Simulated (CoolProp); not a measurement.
Chloromethane (R40) along the isobar 26.1 MPa: density (kg/m³) from the reference equation and from simpler models built on Tc = 418.6 K, pc = 6.929 MPa, ω = 0.150; each cubic takes its own stable root.

Computed with CoolProp (reference Helmholtz-energy equation of state, Thol 2014).

```
T (K)          phase  reference
-----  -------------  ---------
343.7         liquid      881.8
359.4         liquid      853.7
375           liquid      824.7
390.6         liquid      794.6
406.2         liquid      763.2
421.9  supercritical      730.1
437.5  supercritical      695.5
453.1  supercritical      659.2
468.7  supercritical      621.3
484.4  supercritical      581.9
500    supercritical      542.3
```

How far does each simpler model (van der Waals, Peng-Robinson) lie from the reference over these 11 states: mean and median of the absolute difference, and the worst?


- van der Waals: mean 26.5 %, median 27.7 %, worst -32.8 % at 343.7 K and 26.1 MPa
- Peng-Robinson: mean 2.4 %, median 2.5 %, worst +4.2 % at 343.7 K and 26.1 MPa
